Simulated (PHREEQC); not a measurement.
Make-up at 25 °C: 1.8 mmol/kgw NH4HF2. Closed to the air; pH follows from the charge balance.

Equilibrium calculation in PHREEQC: ion-association model, phreeqc.dat.

Each row changes one thing in this solution. No solid was allowed to form.

```json
[
 {"case": "as made", "pH": "3.37", "ionic strength (mol/kgw)": "0.00224", "F- (mol/kgw)": "0.00223", "HF (mol/kgw)": "0.00134", "HF2- (mol/kgw)": "1.15e-5"},
 {"case": "NH4HF2 replaced by KHF2 at the same molality", "pH": "3.37", "ionic strength (mol/kgw)": "0.00224", "F- (mol/kgw)": "0.00223", "HF (mol/kgw)": "0.00134", "HF2- (mol/kgw)": "1.15e-5"},
 {"case": "temperature from 25 to 5 °C", "pH": "…", "ionic strength (mol/kgw)": "0.00235", "F- (mol/kgw)": "0.00234", "HF (mol/kgw)": "0.00124", "HF2- (mol/kgw)": "9.05e-6"},
 {"case": "NH4HF2 from 0.0018 to 0.018 mol/kgw", "pH": "…", "ionic strength (mol/kgw)": "0.0188", "F- (mol/kgw)": "0.0177", "HF (mol/kgw)": "0.0161", "HF2- (mol/kgw)": "0.00109"},
 {"case": "0.00074 mol/kgw H3PO4 added", "pH": "…", "ionic strength (mol/kgw)": "0.00251", "F- (mol/kgw)": "0.00182", "HF (mol/kgw)": "0.00175", "HF2- (mol/kgw)": "1.23e-5"}
]
```

**Question.** Some entries are withheld; supply them.

**Answer.** 
- temperature from 25 to 5 °C, pH: 3.28
- NH4HF2 from 0.0018 to 0.018 mol/kgw, pH: 3.15
- 0.00074 mol/kgw H3PO4 added, pH: 3.17

Complexes and solids missing from the database can't appear. Constants without temperature data keep their 25 °C values here.
